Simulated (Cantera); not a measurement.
Charge: 1 mol SiCl4, 98 mol N2, 0.72 mol H2, equilibrated at 14000 Pa.

Cantera equilibrium calculation (NASA polynomials, part measured and part estimated; ideal gas, pure solids and liquids). Candidate condensed phases: NH4Cl, Si, Si3N4; 28 gas species. N2 is the only nitrogen source here; it is nearly inert below about 1500 K, so the nitride shown seldom forms there in practice. The tables' values for SiCl3 are old estimates; treat these amounts as uncertain. Kinetics and transport are ignored. All values below are at 1000 °C.

Base state: N2 0.979, HCl 0.0133, SiCl4 0.00638, H2 0.000576, SiCl3 0.000334, SiCl2 0.000115, SiHCl3 1.11e-5 (mole fractions); condensed: Si3N4(s).

Question: What changes in the equilibrium state with this change: pressure from 14000 Pa to 620 Pa?

Answer: 
```json
[
 {"species": "N2", "before": "0.979", "after": "0.978"},
 {"species": "HCl", "before": "0.0133", "after": "0.0136"},
 {"species": "SiCl4", "before": "0.00638", "after": "0.00513"},
 {"species": "SiCl2", "before": "0.000115", "after": "0.00138"},
 {"species": "SiCl3", "before": "0.000334", "after": "0.00104"},
 {"species": "SiHCl3", "before": "1.11e-5", "after": "6.06e-6"},
 {"species": "H2", "before": "0.000576", "after": "0.000402"},
 {"species": "Si3N4(s), mol", "before": "0.106", "after": "0.0815"}
]
```
